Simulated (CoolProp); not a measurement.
Vapour-liquid equilibrium of ethylene (1) + n-perfluorobutane (2) at -41.35 °C; x and y are mole fractions of (1).

The numbers come from the multi-fluid Helmholtz-energy mixture model, Smukala 2000 and Gao 2022; pair parameters Bell 2016 in CoolProp.

Q: Give the bubble pressure and the first vapour's composition at x = 0.275, 0.5, 0.725. Is there an azeotrope?

A: x = 0.275: 829.7 kPa, y = 0.980; x = 0.5: 1045 kPa, y = 0.984; x = 0.725: 1111 kPa, y = 0.986. No azeotrope shows between x = 0.05 and 0.95.

Pair parameters are fitted to limited data, so mixtures are less certain than the pure fluids. The gap from Raoult's law changes sign with composition, which may be real or a fault of the pair parameters; it wasn't checked against measurements. With so large a gap from Raoult's law the liquid may split in two, which this calculation doesn't test in full.
